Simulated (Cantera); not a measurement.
Feed: 1 mol CH4, 0.079 mol O2, 1.6 mol H2, held at 10.0 Torr.

Method: chemical equilibrium by Gibbs-energy minimisation in Cantera with the NASA 1993 tables (ideal gas, pure condensed phases). Candidate condensed phases: C, C6H6, C7H8, C8H18, H2O; 110 gas species. Rates play no part. All values below are at 1600 °C.

Base state: H2 0.952, CO 0.0419, H 0.00545, C2H2 (acetylene) 0.000297 (mole fractions); condensed: C(graphite).

What changes in the equilibrium state with this change: pressure from 10.0 Torr to 0.188 Torr?


```csv
species,before,after
H2,0.952,0.919
CO,0.0419,0.0412
H,0.00545,0.0391
C2H2 (acetylene),0.000297,0.000287
"C(graphite), mol",0.840,0.840
```
